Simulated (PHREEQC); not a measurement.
Make-up at 25 °C: 0.051 mmol/kgw Na2SeO4 and 42 mmol/kgw NaOH. It is in equilibrium with CO2 at log p = -3.4 (atm). Otherwise closed; pH follows from the charge balance.

Computed with PHREEQC (ion-association model, wateq4f.dat).

Q: The ionic strength comes out as 0.0460 mol/kgw. What activity coefficients do CO3-2, SeO4-2, OH-, Na+, HCO3- get?

A: CO3-2 0.48, SeO4-2 0.47, OH- 0.82, Na+ 0.83, HCO3- 0.83.

No solid was allowed to form.
